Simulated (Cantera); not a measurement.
An adiabatic, constant-volume homogeneous reactor starts with CH4 : CO : O2 : N2 : H2O = 1 : 1.4 : 1.42 : 5.34 : 1 (molar parts), at 1125 K and 2.40 bar. Integrator tolerance rtol = 1e-08.

Model: GRI-Mech 3.0 (53 species, 325 reactions), integrated in Cantera.

Problem. What does this change do: H2O 1 to 1.8 parts?

Solution. 
```
quantity                                                              before                                      after
---------------------------------  -----------------------------------------  -----------------------------------------
time of steepest temperature rise                                    0.191 s                                    0.203 s
temperature at 2.00 s                                                 2573 K                                     2470 K
equilibrium temperature                                               2573 K                                     2470 K
x(CH4) at 2.00 s                   3.09e-11 (gas-phase equilibrium 3.48e-11)  3.48e-11 (gas-phase equilibrium 3.92e-11)
x(CO) at 2.00 s                          0.159 (gas-phase equilibrium 0.159)        0.139 (gas-phase equilibrium 0.139)
x(O2) at 2.00 s                      7.84e-5 (gas-phase equilibrium 7.84e-5)    4.30e-5 (gas-phase equilibrium 4.30e-5)
x(NO) at 2.00 s                    0.000400 (gas-phase equilibrium 0.000400)  0.000240 (gas-phase equilibrium 0.000240)
x(C2H) at 2.00 s                       <1e-12 (gas-phase equilibrium <1e-12)      <1e-12 (gas-phase equilibrium <1e-12)
x(CH2O) at 2.00 s                    2.90e-8 (gas-phase equilibrium 2.90e-8)    2.54e-8 (gas-phase equilibrium 2.54e-8)
```

Problem. What does this change do: H2O 1 to 0.42 parts?

Solution. 
```
quantity                                                              before                                      after
---------------------------------  -----------------------------------------  -----------------------------------------
time of steepest temperature rise                                    0.191 s                                    0.181 s
temperature at 2.00 s                                                 2573 K                                     2657 K
equilibrium temperature                                               2573 K                                     2657 K
x(CH4) at 2.00 s                   3.09e-11 (gas-phase equilibrium 3.48e-11)  2.81e-11 (gas-phase equilibrium 3.16e-11)
x(CO) at 2.00 s                          0.159 (gas-phase equilibrium 0.159)        0.177 (gas-phase equilibrium 0.177)
x(O2) at 2.00 s                      7.84e-5 (gas-phase equilibrium 7.84e-5)  0.000117 (gas-phase equilibrium 0.000117)
x(NO) at 2.00 s                    0.000400 (gas-phase equilibrium 0.000400)  0.000576 (gas-phase equilibrium 0.000576)
x(C2H) at 2.00 s                       <1e-12 (gas-phase equilibrium <1e-12)      <1e-12 (gas-phase equilibrium <1e-12)
x(CH2O) at 2.00 s                    2.90e-8 (gas-phase equilibrium 2.90e-8)    3.15e-8 (gas-phase equilibrium 3.15e-8)
```

Problem. What does this change do: initial temperature 1125 to 1600 K?

Solution. 
| quantity | before | after |
|---|---|---|
| time of steepest temperature rise | 0.191 s | 0.360 ms |
| temperature at 2.00 s | 2573 K | 2847 K |
| equilibrium temperature | 2573 K | 2847 K |
| x(CH4) at 2.00 s | 3.09e-11 (gas-phase equilibrium 3.48e-11) | 7.04e-12 (gas-phase equilibrium 8.16e-12) |
| x(CO) at 2.00 s | 0.159 (gas-phase equilibrium 0.159) | 0.163 (gas-phase equilibrium 0.163) |
| x(O2) at 2.00 s | 7.84e-5 (gas-phase equilibrium 7.84e-5) | 0.000942 (gas-phase equilibrium 0.000942) |
| x(NO) at 2.00 s | 0.000400 (gas-phase equilibrium 0.000400) | 0.00208 (gas-phase equilibrium 0.00208) |
| x(C2H) at 2.00 s | <1e-12 (gas-phase equilibrium <1e-12) | <1e-12 (gas-phase equilibrium <1e-12) |
| x(CH2O) at 2.00 s | 2.90e-8 (gas-phase equilibrium 2.90e-8) | 2.27e-8 (gas-phase equilibrium 2.27e-8) |
